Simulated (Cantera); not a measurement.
A closed system holds: 1 mol Cu, 1.4 mol NH3, 140 mol N2, at 1600 °C and 3.30 mbar.

These are equilibrium values from Cantera (NASA tables, ideal gas, pure condensed phases), not measurements of a reactor. Candidate condensed phases: Cu; 11 gas species. The numbers say what is thermodynamically allowed, not how fast it happens.

Base state: N2 0.978, H2 0.0139, Cu 0.00695, H 0.00133 (mole fractions); condensed: gas only.

Task: What changes in the equilibrium state with this change: pressure from 3.30 mbar to 78.0 mbar?

Result: 
```tsv
species	before	after
N2	0.978	0.978
H2	0.0139	0.0145
Cu	0.00695	0.00694
H	0.00133	0.000278
```
